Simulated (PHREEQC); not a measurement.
Solution (20 °C and 500 atm): 0.0019 mol NaH2PO4 and 0.0093 mol HCl per kg of water. Closed to the air; pH follows from the charge balance.

Computed with PHREEQC (ion-association model, phreeqc.dat).

Each row changes one thing in this solution. No solid was allowed to form.

| case | pH | ionic strength (mol/kgw) | H2PO4- (mol/kgw) | H3PO4 (mol/kgw) | HPO4-2 (mol/kgw) |
|---|---|---|---|---|---|
| as made | 2.11 | 0.0104 | 0.00108 | 0.000816 | 1.87e-8 |
| HCl from 0.0093 to 0.0465 mol/kgw | 1.41 | 0.0469 | 0.000427 | 0.00147 | 1.89e-9 |
| temperature from 20 to 25 °C | 2.11 | 0.0104 | 0.00106 | 0.000841 | 1.88e-8 |
| temperature from 20 to 50 °C | 2.12 | 0.0102 | 0.000943 | 0.000957 | 1.90e-8 |
| HCl left out | 4.88 | 0.00193 | 0.00188 | 2.54e-6 | 1.63e-5 |
| HCl from 0.0093 to 0.0102 mol/kgw | 2.07 | 0.0112 | 0.00104 | 0.000858 | 1.66e-8 |
| NaH2PO4 from 0.0019 to 0.00209 mol/kgw | 2.11 | ___ | ___ | 0.000893 | 2.09e-8 |
| NaH2PO4 replaced by KH2PO4 at the same molality | 2.11 | 0.0104 | 0.00108 | 0.000816 | 1.87e-8 |

Question: Some entries are withheld; supply them.

Answer: 
- NaH2PO4 from 0.0019 to 0.00209 mol/kgw, ionic strength (mol/kgw): 0.0105
- NaH2PO4 from 0.0019 to 0.00209 mol/kgw, H2PO4- (mol/kgw): 0.00120

Under pressure, the constants of complexes without a molar volume in the database are unreliable. Away from 25 °C the constants follow the database's enthalpies or fits; those with neither stay at their 25 °C values.
